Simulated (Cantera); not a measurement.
Equilibrium for hydrogen reduction and annealing atmospheres: V2O5 + H2 + H2O

Charge: 1 mol V2O5, a varied amount of H2, 0.063 mol H2O, equilibrated at 1.40 bar.

These are equilibrium values from Cantera (NASA tables, ideal gas, pure condensed phases), not measurements of a reactor. Candidate condensed phases: H2O, V, VO, V2O3, V2O4, V2O5; 12 gas species. Mutual solubility and eutectic melting of coexisting phases are not modelled. VO: taken at fixed stoichiometry. Condensed phases not in the tables: the oxides between V2O3 and V2O5 other than VO2. Rates play no part.

### Question
Map the stable condensed phases over T = 1073, 1173, 1273, 1373, 1473, 1573, 1673, 1773, 1873, 1973, 2073, 2173, 2273 K and n(H2) in mol = 340, 490, 640, 790, 940, 1100, 1200, 1400, 1500, 1700, 1800, 2000.

### Answer
```
T in K \ n(H2) in mol
          340  490  640  790  940 1100 1200 1400 1500 1700 1800 2000
   2273     A    A    A    A    A    A    A    A    A    A    A    A
   2173     A    A    A    A    A    A    A    A    A    A    A    A
   2073     A    A    A    A    A    A    A    A    A    A    A    A
   1973     A    A    A    A    A    A    A    A    A    A    A    A
   1873     A    A    A    A    A    A    A    A    A    A    A    A
   1773     A    A    A    A    A    A    A    A    A    A    A    A
   1673     B    A    A    A    A    A    A    A    A    A    A    A
   1573     C    B    A    A    A    A    A    A    A    A    A    A
   1473     C    C    C    B    B    A    A    A    A    A    A    A
   1373     C    C    C    C    C    C    C    B    B    B    B    A
   1273     C    C    C    C    C    C    C    C    C    C    C    C
   1173     C    C    C    C    C    C    C    C    C    C    C    C
   1073     C    C    C    C    C    C    C    C    C    C    C    C
```
A: VO; B: VO + V2O3; C: V2O3.
